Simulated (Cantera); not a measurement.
A freely propagating, adiabatic, planar premixed flame of 8.65 % CH₄, 17.6 % O₂, 66.3 % N₂, 7.35 % H₂O, equivalence ratio 0.98, unburnt at 500 K and 84000 Pa; mixture-averaged transport, grid criteria slope 0.08 and curve 0.16, no radiation.

Detailed kinetics in Cantera: GRI-Mech 3.0 (53 species, 325 reactions). Burning velocities carry a grid error of a few per cent, more on coarse grids.

Problem. Predict: laminar burning velocity; thermal thickness; peak x(H); peak x(CH₂CO); peak x(CH₃).

Solution. laminar burning velocity: 73.4 cm/s
thermal thickness: 0.516 mm
peak x(H): 0.00628
peak x(CH₂CO): 0.000106
peak x(CH₃): 0.00208
